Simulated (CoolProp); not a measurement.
m-xylene along the isotherm 620 K: fugacity coefficient from the reference equation and from simpler models built on Tc = 616.9 K, pc = 35.35 bar, ω = 0.326; each cubic takes its own stable root.

The numbers come from the reference Helmholtz-energy equation of state, Zhou 2012 in CoolProp.

```tsv
p (bar)	phase	reference
3.79	gas	0.9618
7.57	gas	0.9243
11.4	gas	0.8868
15.1	gas	0.8510
18.9	gas	0.8145
22.7	gas	0.7782
26.5	gas	0.7419
30.3	gas	0.7052
34.1	gas	0.6673
37.9	supercritical	0.6231
41.7	supercritical	0.5776
45.4	supercritical	0.5400
49.2	supercritical	0.5072
53	supercritical	0.4789
```

**Question.** How far does each simpler model (van der Waals, Redlich-Kwong, Soave-Redlich-Kwong, Peng-Robinson) lie from the reference over these 14 states: mean and median of the absolute difference, and the worst?

**Answer.** 
- van der Waals: mean 5.8 %, median 5.6 %, worst +11.4 % at 620 K and 53 bar
- Redlich-Kwong: mean 2.3 %, median 2.1 %, worst +5.0 % at 620 K and 53 bar
- Soave-Redlich-Kwong: mean 2.5 %, median 2.3 %, worst +5.5 % at 620 K and 53 bar
- Peng-Robinson: mean 0.5 %, median 0.5 %, worst +0.8 % at 620 K and 53 bar
